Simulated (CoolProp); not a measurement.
Vapour-liquid equilibrium of R22 (1) + R113 (2) at 310.3 K; x and y are mole fractions of (1).

Computed with CoolProp (multi-fluid Helmholtz-energy mixture model, Kamei 1995 and Marx 1992; pair parameters Bell 2016).

**Question.** Give the bubble pressure and the first vapour's composition at x = 0.05, 0.425, 0.8. Is there an azeotrope?

**Answer.** x = 0.05: 140.7 kPa, y = 0.508; x = 0.425: 677.9 kPa, y = 0.922; x = 0.8: 1141 kPa, y = 0.975. No azeotrope shows between x = 0.05 and 0.95.

The pair parameters rest on a limited set of measurements; away from them the model extrapolates. The gap from Raoult's law changes sign with composition, which may be real or a fault of the pair parameters; it wasn't checked against measurements.
